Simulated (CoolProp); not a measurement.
CH3F (R41) along the isobar 0.968 MPa: density (kg/m³) from the reference equation and from simpler models built on Tc = 44.1 °C, pc = 5.906 MPa, ω = 0.200; each cubic takes its own stable root.

The numbers come from the reference Helmholtz-energy equation of state, Lemmon 2006 in CoolProp. It is a short technical equation, of lower accuracy than the large ones.

| T (°C) | phase | reference | van der Waals | Redlich-Kwong | Soave-Redlich-Kwong | Peng-Robinson |
|---|---|---|---|---|---|---|
| -31.45 | liquid | ___ | 18.25 | 18.94 | ___ | 688.5 |
| -18.45 | gas | ___ | 17.08 | 17.56 | ___ | 17.86 |
| -5.55 | gas | 16.94 | 16.07 | 16.41 | 16.51 | 16.64 |
| 7.45 | gas | 15.77 | 15.17 | 15.42 | 15.48 | 15.60 |
| 20.35 | gas | 14.81 | 14.39 | 14.57 | 14.60 | 14.71 |
| 33.35 | gas | 13.98 | 13.69 | 13.82 | 13.83 | 13.93 |
| 46.35 | gas | 13.27 | 13.05 | 13.15 | 13.15 | 13.23 |
| 59.25 | gas | ___ | 12.48 | 12.55 | 12.54 | 12.62 |
| 72.25 | gas | 12.07 | 11.96 | 12.01 | 11.99 | 12.06 |
| 85.15 | gas | 11.56 | 11.48 | 11.52 | 11.49 | 11.56 |
| 98.15 | gas | 11.10 | 11.04 | 11.07 | 11.04 | 11.10 |
| 111.05 | gas | 10.68 | 10.64 | 10.65 | ___ | 10.68 |
| 124.05 | gas | 10.29 | 10.27 | 10.27 | 10.24 | 10.29 |
| 136.95 | gas | 9.934 | 9.919 | 9.920 | 9.883 | 9.930 |
| 149.95 | gas | 9.600 | 9.594 | 9.591 | 9.553 | 9.596 |

Question: What belongs in the gaps?

Answer: 
- -31.45, reference: 773.0
- -31.45, Soave-Redlich-Kwong: 607.1
- -18.45, reference: 18.40
- -18.45, Soave-Redlich-Kwong: 17.71
- 59.25, reference: 12.64
- 111.05, Soave-Redlich-Kwong: 10.62

At some of these states van der Waals, Redlich-Kwong gives the other phase, because its saturation line lies elsewhere.
